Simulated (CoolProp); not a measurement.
A simple Rankine cycle with benzene: condensing at 323.15 K, boiler at 2.37 MPa, turbine inlet 508.5 K, turbine efficiency 0.75, pump efficiency 0.6, no recuperator. Each further row changes one setting.

The numbers come from the reference Helmholtz-energy equation of state, Thol 2012 in CoolProp.

```json
[
 {"case": "as stated", "thermal efficiency (%)": "(withheld)", "net work (kJ/kg)": "126", "heat in (kJ/kg)": "633", "turbine exit temperature (K)": "393.8", "volume ratio over the turbine": "72.6"},
 {"case": "turbine inlet 528.5 K", "thermal efficiency (%)": "(withheld)", "net work (kJ/kg)": "135", "heat in (kJ/kg)": "679", "turbine exit temperature (K)": "(withheld)", "volume ratio over the turbine": "(withheld)"},
 {"case": "condensing temperature 315.15 K", "thermal efficiency (%)": "(withheld)", "net work (kJ/kg)": "135", "heat in (kJ/kg)": "647", "turbine exit temperature (K)": "387.3", "volume ratio over the turbine": "97.9"},
 {"case": "boiler pressure 1.66 MPa", "thermal efficiency (%)": "18.8", "net work (kJ/kg)": "124", "heat in (kJ/kg)": "657", "turbine exit temperature (K)": "411.7", "volume ratio over the turbine": "45.5"},
 {"case": "turbine efficiency 0.65", "thermal efficiency (%)": "17.1", "net work (kJ/kg)": "108", "heat in (kJ/kg)": "633", "turbine exit temperature (K)": "(withheld)", "volume ratio over the turbine": "74.8"}
]
```

Problem. What belongs in the gaps?

Solution. 
- as stated, thermal efficiency (%): 19.8
- turbine inlet 528.5 K, thermal efficiency (%): 19.9
- turbine inlet 528.5 K, turbine exit temperature (K): 418.2
- turbine inlet 528.5 K, volume ratio over the turbine: 68.7
- condensing temperature 315.15 K, thermal efficiency (%): 20.8
- turbine efficiency 0.65, turbine exit temperature (K): 405.7
